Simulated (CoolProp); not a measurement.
The numbers come from the reference Helmholtz-energy equation of state, Younglove 1994 in CoolProp. It is a modified Benedict-Webb-Rubin equation, recast in Helmholtz form.

**Question.** Give the vapour pressure (bar), enthalpy of vaporisation (kJ/kg), surface tension (mN/m), liquid viscosity (µPa s) of saturated R123 at 335.7, 345.5, 348.8 K.

**Answer.** 
| T (K) | p (bar) | enthalpy of vaporisation (kJ/kg) | surface tension (mN/m) | liquid viscosity (µPa s) |
|---|---|---|---|---|
| 335.7 | 3.07 | 154 | 10.9 | 276 |
| 345.5 | 4.02 | 150 | 9.80 | 249 |
| 348.8 | 4.38 | 148 | 9.44 | 241 |

Viscosity comes from a separate model (Tanaka 1996). Surface tension comes from a separate correlation (Mulero 2012).
